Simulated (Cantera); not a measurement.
A Cantera script and what it prints.

```python
import numpy as np
import cantera as ct

gas_names = """
    Cr CrO CrO2 CrO3 H HO2 H2 H2O H2O2 O OH O2 O3
""".split()
cond_names = """
    Cr(cr) Cr(L) Cr2O3(s) Cr2O3(L) H2O(s) H2O(L)
""".split()


# ... load() reads the species with a 1 bar reference pressure and builds the phases ...
atoms = {
    'Cr2O3': {'Cr': 2, 'O': 3},
    'H2': {'H': 2},
    'H2O': {'H': 2, 'O': 1},
}
top_T = {}  # K; cautious upper limits of use, not melting points


# ... equilibrate(T, P, feed) seeds the gas with the atoms and calls Mixture.equilibrate('TP', solver="vcs", rtol=1e-11, max_steps=5000) ...
results = []
feed = {'Cr2O3': 1, 'H2': 110, 'H2O': 1.4}  # mol
P = 1000  # Pa
for T in [1648, 1723, 1798, 1873, 1948, 2023, 2098, 2173]:
    mix = equilibrate(T, P, feed)
    results.append((T, P, feed, dict(zip(mix.species_names, mix.species_moles))))

top = {s: max(r[3][s] / sum(r[3][g] for g in gas_names) for r in results) for s in gas_names}
cols = sorted((s for s in top if top[s] > 0.001), key=lambda s: -top[s])[:7]
seen = [c for c in cond_names if any(r[3].get(c, 0) > 1e-12 for r in results)]
print("log10 of partial pressures in bar; condensed amounts in mol")
print(f"{'T/K':>10s}" + "".join(f"{s[:9]:>10s}" for s in cols + seen))
for T, P, feed, n in results:
    ng = sum(n[g] for g in gas_names)
    print(f"{T:10.4g}" + "".join(f"{np.log10(max(n[s] / ng * P / 1e5, 1e-99)):10.3f}" for s in cols)
          + "".join(f"{n.get(c, 0):10.4g}" for c in seen))
```

It prints:

```
log10 of partial pressures in bar; condensed amounts in mol
       T/K        H2         H       H2O        Cr  Cr2O3(s)
      1648    -2.006    -5.053    -3.896    -5.995    0.9943
      1723    -2.007    -4.743    -3.873    -5.249    0.9684
      1798    -2.009    -4.458    -3.799    -4.649    0.8735
      1873    -2.015    -4.198    -3.662    -4.208    0.6468
      1948    -2.025    -3.960    -3.490    -3.877    0.2296
      2023    -2.033    -3.738    -3.422    -3.770         0
      2098    -2.038    -3.531    -3.425    -3.773         0
      2173    -2.046    -3.339    -3.431    -3.778         0
```

These are equilibrium values from Cantera (NASA tables, ideal gas, pure condensed phases), not measurements of a reactor.
